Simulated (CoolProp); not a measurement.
The fluid at 301.24 K and 0.48 MPa is throttled through a valve to 0.173 MPa with no heat exchange. The same conditions are run with several fluids, on thermodynamics alone (safety and materials aside).

Computed with CoolProp (reference Helmholtz-energy equation of state of each fluid (n-undecane: Aleksandrov 2011; dodecamethylpentasiloxane (MD3M): Thol 2019; n-perfluoropentane: Gao 2022; n-octane: Beckmüller 2019; R1233zd(E): Akasaka 2022)).

```csv
fluid,final density (kg/m³)
n-undecane,___
dodecamethylpentasiloxane (MD3M),___
n-perfluoropentane,___
n-octane,___
R1233zd(E),___
```

Question: Complete the blanks.

Answer: 
- n-undecane, final density (kg/m³): 734
- dodecamethylpentasiloxane (MD3M), final density (kg/m³): 867
- n-perfluoropentane, final density (kg/m³): 1590
- n-octane, final density (kg/m³): 696
- R1233zd(E), final density (kg/m³): 1260
